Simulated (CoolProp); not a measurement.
The numbers come from the reference Helmholtz-energy equation of state, Lemmon 2006 in CoolProp. It is a short technical equation, of lower accuracy than the large ones.

Q: Give the vapour pressure (MPa), liquid cp (kJ/(kg K)), liquid viscosity (µPa s) of saturated n-nonane at 435.2, 506.1, 516.2 K.

A: 
```csv
T (K),p (MPa),liquid cp (kJ/(kg K)),liquid viscosity (µPa s)
435.2,0.135,2.78,192
506.1,0.594,3.15,113
516.2,0.708,3.22,104
```

Viscosity comes from a separate model (Huber 2004).
